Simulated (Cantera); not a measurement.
Mixture: CO : H2 : O2 : N2 : CO2 = 1 : 0.04 : 0.433 : 2.3 : 0.61 (molar parts), equivalence ratio 1.2, at 2.70 bar, adiabatic and at constant pressure. Ignition delay is the time to a rise of 400 K.

Model: GRI-Mech 3.0 (53 species, 325 reactions), integrated in Cantera. The hydrogen kinetics of GRI-Mech 3.0 are dated; newer H2 mechanisms differ, most at raised pressure. Where the delays flatten at high temperature, the 400 K rule measures the pace of heat release, not the induction time.

Problem. What does this change do: pressure from 2.70 bar to 3.00 bar?

Solution. 
```json
[
 {"quantity": "delay at 1223 K", "before": "0.116 ms", "after": "0.108 ms"},
 {"quantity": "delay at 1423 K", "before": "61.0 µs", "after": "54.1 µs"},
 {"quantity": "delay at 1623 K", "before": "54.2 µs", "after": "46.8 µs"},
 {"quantity": "delay at 1823 K", "before": "60.4 µs", "after": "51.3 µs"},
 {"quantity": "delay at 2023 K", "before": "73.2 µs", "after": "61.8 µs"}
]
```

Problem. What does this change do: pressure from 2.70 bar to 2.00 bar?

Solution. 
```tsv
quantity	before	after
delay at 1223 K	0.116 ms	0.147 ms
delay at 1423 K	61.0 µs	87.8 µs
delay at 1623 K	54.2 µs	83.7 µs
delay at 1823 K	60.4 µs	97.3 µs
delay at 2023 K	73.2 µs	0.120 ms
```
